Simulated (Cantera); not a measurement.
# Equilibrium for hydrogen reduction and annealing atmospheres: Al2O3 + H2 + N2

Input: 1 mol Al2O3, 2.9 mol H2, 0.44 mol N2, at 0.110 bar.

These are equilibrium values from Cantera (NASA tables, ideal gas, pure condensed phases), not measurements of a reactor. Candidate condensed phases: Al, AlN, Al2O3, H2O; 35 gas species. Kinetics and transport are ignored.

```json
[
 {"T (K)": "600", "log p H2": "-1.02", "log p N2": "-1.84", "log p H": "<-12", "log p NH3": "-3.83", "log p H2O": "-11.36", "log p Al": "<-12", "n Al2O3(s)": "1.00"},
 {"T (K)": "700", "log p H2": "-1.02", "log p N2": "-1.84", "log p H": "<-12", "log p NH3": "-4.48", "log p H2O": "-10.11", "log p Al": "<-12", "n Al2O3(s)": "1.00"},
 {"T (K)": "800", "log p H2": "-1.02", "log p N2": "-1.84", "log p H": "-12.05", "log p NH3": "-4.97", "log p H2O": "-9.18", "log p Al": "<-12", "n Al2O3(s)": "1.00"},
 {"T (K)": "900", "log p H2": "-1.02", "log p N2": "-1.84", "log p H": "-10.44", "log p NH3": "-5.37", "log p H2O": "-8.47", "log p Al": "<-12", "n Al2O3(s)": "1.00"},
 {"T (K)": "1000", "log p H2": "-1.02", "log p N2": "-1.84", "log p H": "-9.15", "log p NH3": "-5.68", "log p H2O": "-7.90", "log p Al": "<-12", "n Al2O3(s)": "1.00"},
 {"T (K)": "1100", "log p H2": "-1.02", "log p N2": "-1.84", "log p H": "-8.10", "log p NH3": "-5.95", "log p H2O": "-7.44", "log p Al": "<-12", "n Al2O3(s)": "1.00"},
 {"T (K)": "1200", "log p H2": "-1.02", "log p N2": "-1.84", "log p H": "-7.21", "log p NH3": "-6.17", "log p H2O": "-7.06", "log p Al": "<-12", "n Al2O3(s)": "1.000"},
 {"T (K)": "1300", "log p H2": "-1.02", "log p N2": "-1.84", "log p H": "-6.47", "log p NH3": "-6.36", "log p H2O": "-6.74", "log p Al": "-12.71", "n Al2O3(s)": "1.000"},
 {"T (K)": "1400", "log p H2": "-1.02", "log p N2": "-1.84", "log p H": "-5.82", "log p NH3": "-6.52", "log p H2O": "-6.47", "log p Al": "-10.88", "n Al2O3(s)": "1.000"},
 {"T (K)": "1500", "log p H2": "-1.02", "log p N2": "-1.84", "log p H": "-5.26", "log p NH3": "-6.66", "log p H2O": "-6.24", "log p Al": "-9.29", "n Al2O3(s)": "1.000"},
 {"T (K)": "1600", "log p H2": "-1.02", "log p N2": "-1.84", "log p H": "-4.77", "log p NH3": "-6.78", "log p H2O": "-6.04", "log p Al": "-7.90", "n Al2O3(s)": "1.000"},
 {"T (K)": "1700", "log p H2": "-1.02", "log p N2": "-1.84", "log p H": "-4.34", "log p NH3": "-6.89", "log p H2O": "-5.86", "log p Al": "-6.68", "n Al2O3(s)": "1.000"},
 {"T (K)": "1800", "log p H2": "-1.02", "log p N2": "-1.84", "log p H": "-3.96", "log p NH3": "-6.99", "log p H2O": "-5.53", "log p Al": "-5.87", "n Al2O3(s)": "1.000"},
 {"T (K)": "1900", "log p H2": "-1.02", "log p N2": "-1.84", "log p H": "-3.61", "log p NH3": "-7.07", "log p H2O": "-5.06", "log p Al": "-5.40", "n Al2O3(s)": "1.000"}
]
```
log p: log10 of the partial pressure in bar; n: condensed amount in mol.

From 600 K to 1900 K the condensed part is Al2O3(s).
